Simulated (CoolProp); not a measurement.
20 sccm (0 °C, 1 atm) of nitrogen bubbles through liquid n-perfluorohexane at 284 K and leaves saturated at a total pressure of 0.15 MPa (ideal gas phase). Each further row changes one setting.

Model: reference Helmholtz-energy equation of state, Gao 2022, in CoolProp.

| case | vapour pressure (kPa) | mole fraction of vapour | delivery (mg/min) | delivery (sccm) | change of delivery for a bath 1 K warmer (%) |
|---|---|---|---|---|---|
| as stated | 15.2 | 0.101 | 34.1 | 2.26 | 5.7 |
| bath temperature 289 K | 19.4 | 0.129 | 44.8 | 2.97 | 5.6 |
| total pressure 0.3 MPa | 15.2 | 0.0507 | 16.1 | 1.07 | 5.3 |
